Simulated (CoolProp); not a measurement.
Values from CoolProp's reference Helmholtz-energy equation of state, Akasaka 2015.

Give the vapour pressure (MPa), liquid density (kg/m³), vapour density (kg/m³), liquid cp (kJ/(kg K)) of saturated R245fa at 331 K.


```
T (K)  p (MPa)  liquid density (kg/m³)  vapour density (kg/m³)  liquid cp (kJ/(kg K))
-----  -------  ----------------------  ----------------------  ---------------------
331      0.435                    1240                    23.9                   1.41
```
